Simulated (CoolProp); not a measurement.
Vapour-liquid equilibrium of n-pentane (1) + benzene (2) at 12 bar; x and y are mole fractions of (1).

Model: multi-fluid Helmholtz-energy mixture model, Thol 2019 and Thol 2012; pair parameters Bell 2016, in CoolProp.

| x | bubble temperature (K) | y at the bubble point | dew temperature at overall composition x (K) | liquid density (mol/L) |
|---|---|---|---|---|
| 0.05 | 456.4 | 0.119 | 459.8 | [?] |
| 0.2 | 442.8 | 0.379 | 452.3 | 8.322 |
| 0.35 | 433.0 | 0.551 | 444.4 | 8.031 |
| 0.5 | 425.4 | 0.678 | 435.9 | 7.726 |
| 0.65 | [?] | [?] | 427.1 | 7.421 |
| 0.8 | 413.9 | 0.878 | 418.3 | 7.126 |
| 0.95 | 409.0 | 0.970 | 410.0 | 6.847 |

Some entries are withheld; supply them.


- 0.05, liquid density (mol/L): 8.571
- 0.65, bubble temperature (K): 419.2
- 0.65, y at the bubble point: 0.783

No azeotrope shows between x = 0.05 and 0.95.

The pair parameters rest on a limited set of measurements; away from them the model extrapolates.
